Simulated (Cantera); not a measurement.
A diamond (100) surface in a fixed gas of H2 with x(CH4) = 0.0043, x(H) = 0.00062, x(CH3) = 8.4e-05, at 950 K; coverages are run to steady state.

Model: the Harris–Goodwin 1993 mechanism for the reconstructed diamond (100) surface, integrated in Cantera.

θ: site fractions in the mechanism's names (c6HH fully hydrogenated, c6H* and c6*H radical sites, c6** diradical, c6HM methylated).

```
P (Pa)  growth (µm/h)  θ c6HH  θ c6H*  θ c6*H   θ c6**  θ c6HM
------  -------------  ------  ------  ------  -------  ------
330                 …   0.616  0.0133   0.317  0.00571  0.0369
620                 …   0.606  0.0131   0.311  0.00562  0.0491
1200                …   0.597  0.0129   0.307  0.00553  0.0601
2200                …   0.590  0.0128   0.303  0.00547  0.0674
4200                …   0.586  0.0127   0.301  0.00543  0.0725
7800                …   0.584  0.0126   0.300  0.00541  0.0753
15000               …   0.582  0.0126   0.299  0.00540  0.0770
28000               …   0.582  0.0126   0.299  0.00539  0.0779
```

**Question.** Fill in the missing entries.

**Answer.** 
- 330, growth (µm/h): 0.0472
- 620, growth (µm/h): 0.117
- 1200, growth (µm/h): 0.276
- 2200, growth (µm/h): 0.567
- 4200, growth (µm/h): 1.16
- 7800, growth (µm/h): 2.24
- 15000, growth (µm/h): 4.40
- 28000, growth (µm/h): 8.32
